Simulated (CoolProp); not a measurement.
500 sccm (0 °C, 1 atm) of nitrogen bubbles through liquid tetradecamethylhexasiloxane (MD4M) at 361.2 K and leaves saturated at a total pressure of 0.00414 MPa (ideal gas phase). Each further row changes one setting.

Computed with CoolProp (reference Helmholtz-energy equation of state, Thol 2019).

```tsv
case	vapour pressure (kPa)	mole fraction of vapour	delivery (mg/min)	delivery (sccm)	change of delivery for a bath 1 K warmer (%)
as stated	0.146	___	375	18.3	___
bath temperature 366.2 K	0.201	0.0485	___	___	6.8
total pressure 0.00828 MPa	0.146	___	___	___	6.8
```

Problem. Some entries are withheld; supply them.

Solution. 
- as stated, mole fraction of vapour: 0.0353
- as stated, change of delivery for a bath 1 K warmer (%): 6.9
- bath temperature 366.2 K, delivery (mg/min): 522
- bath temperature 366.2 K, delivery (sccm): 25.5
- total pressure 0.00828 MPa, mole fraction of vapour: 0.0177
- total pressure 0.00828 MPa, delivery (mg/min): 184
- total pressure 0.00828 MPa, delivery (sccm): 8.98
